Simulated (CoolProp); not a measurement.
Vapour-liquid equilibrium of ethylene (1) + 1-butene (2) at 255.4 K; x and y are mole fractions of (1).

Values from CoolProp's multi-fluid Helmholtz-energy mixture model, Smukala 2000 and Lemmon 2005; pair parameters Bell 2016.

Give the bubble pressure and the first vapour's composition at x = 0.05, 0.35, 0.8. Is there an azeotrope?

x = 0.05: 0.1730 MPa, y = 0.638; x = 0.35: 0.8587 MPa, y = 0.937; x = 0.8: 2.015 MPa, y = 0.985. No azeotrope shows between x = 0.05 and 0.95.

Pair parameters are fitted to limited data, so mixtures are less certain than the pure fluids.
